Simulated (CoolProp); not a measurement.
Values from CoolProp's reference Helmholtz-energy equation of state, Younglove 1994. It is a modified Benedict-Webb-Rubin equation, recast in Helmholtz form.

### Question
Give the vapour pressure (bar), liquid density (kg/m³), vapour density (kg/m³), enthalpy of vaporisation (kJ/kg) of saturated R123 at 365.1, 386.9, 390 K.

### Answer
```tsv
T (K)	p (bar)	liquid density (kg/m³)	vapour density (kg/m³)	enthalpy of vaporisation (kJ/kg)
365.1	6.54	1270	39.0	139
386.9	10.6	1200	64.0	125
390	11.3	1190	68.6	123
```
